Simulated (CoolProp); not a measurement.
Vapour-liquid equilibrium of propane (1) + isobutene (2) at 267.5 K; x and y are mole fractions of (1).

The numbers come from the multi-fluid Helmholtz-energy mixture model, Lemmon 2009 and Lemmon 2005; pair parameters Bell 2016 in CoolProp.

```tsv
x	bubble pressure (MPa)	y at the bubble point	dew pressure at overall composition x (MPa)	liquid density (mol/L)
0.05	0.1273	(withheld)	0.1115	11.18
0.125	0.1541	0.376	(withheld)	11.25
0.2	0.1776	0.494	0.1280	11.31
0.275	0.1989	0.581	0.1380	11.39
0.35	0.2191	0.651	0.1496	11.46
0.425	0.2386	0.709	0.1631	11.54
0.5	0.2580	0.760	0.1788	11.61
0.575	(withheld)	0.806	0.1972	11.69
0.65	0.2976	0.848	0.2189	11.78
0.725	0.3181	0.886	0.2445	11.86
0.8	0.3392	0.921	0.2749	11.94
0.875	0.3608	0.954	0.3119	12.02
0.95	0.3829	0.982	0.3583	12.11
```

Fill in the missing entries.


- 0.05, y at the bubble point: 0.195
- 0.125, dew pressure at overall composition x (MPa): 0.1192
- 0.575, bubble pressure (MPa): 0.2776

No azeotrope shows between x = 0.05 and 0.95.

The pair parameters rest on a limited set of measurements; away from them the model extrapolates.
